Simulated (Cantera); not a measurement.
A closed system holds: 1 mol Si, 0.21 mol H₂O, 18 mol N₂, 0.099 mol CO₂, at 1273 K and 0.00630 bar.

Equilibrium computed with Cantera from the NASA thermochemical tables; the gas is ideal and each condensed phase is pure. Candidate condensed phases: C, C₆H₆, C₇H₈, C₈H₁₈, H₂O, Si, SiC, SiO₂, Si₂N₂O, Si₃N₄; 151 gas species. N₂ is the only nitrogen source here; it is nearly inert below about 1500 K, so the nitride shown seldom forms there in practice. Mutual solubility and eutectic melting of coexisting phases are not modelled. Rates play no part.

Base state: N₂ 0.988, H₂ 0.0119, CO 2.39e-5, HCN 1.73e-5 (mole fractions); condensed: C(graphite) + Si₂N₂O(s) + Si₃N₄(s).

**Question.** What changes in the equilibrium state with this change: temperature from 1273 K to 1625 K?

**Answer.** 
| species | before | after |
|---|---|---|
| N₂ | 0.988 | 0.986 |
| H₂ | 0.0119 | 0.0118 |
| CO | 2.39e-5 | 0.00126 |
| SiO | 6.79e-9 | 0.000946 |
| H | 9.79e-7 | 9.64e-5 |
| HCN | 1.73e-5 | 1.67e-5 |
| C(graphite), mol | 0.0983 | 0 |
| Si₂N₂O(s), mol | 0.408 | 0.369 |
| Si₃N₄(s), mol | 0.0616 | 0.0565 |
| SiC(s), mol | 0 | 0.0762 |
